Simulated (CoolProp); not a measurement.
Vapour-liquid equilibrium of neopentane (1) + n-pentane (2) at 299.4 K; x and y are mole fractions of (1).

Computed with CoolProp (multi-fluid Helmholtz-energy mixture model, Lemmon 2006 and Thol 2019; pair parameters Bell 2016).

| x | bubble pressure (MPa) | y at the bubble point | dew pressure at overall composition x (MPa) | liquid density (mol/L) |
|---|---|---|---|---|
| 0.05 | 0.07708 | 0.115 | 0.07387 | 8.566 |
| 0.2 | 0.09343 | (withheld) | (withheld) | 8.487 |
| 0.35 | 0.1096 | (withheld) | 0.09130 | 8.409 |
| 0.5 | 0.1256 | (withheld) | 0.1034 | 8.332 |
| 0.65 | 0.1414 | 0.813 | 0.1189 | (withheld) |
| 0.8 | 0.1572 | 0.902 | 0.1394 | 8.181 |
| 0.95 | 0.1731 | (withheld) | 0.1671 | (withheld) |

Task: Complete the blanks.

Result: 
- 0.2, y at the bubble point: 0.379
- 0.2, dew pressure at overall composition x (MPa): 0.08169
- 0.35, y at the bubble point: 0.565
- 0.5, y at the bubble point: 0.704
- 0.65, liquid density (mol/L): 8.256
- 0.95, y at the bubble point: 0.977
- 0.95, liquid density (mol/L): 8.106

No azeotrope shows between x = 0.05 and 0.95.

Pair parameters are fitted to limited data, so mixtures are less certain than the pure fluids.
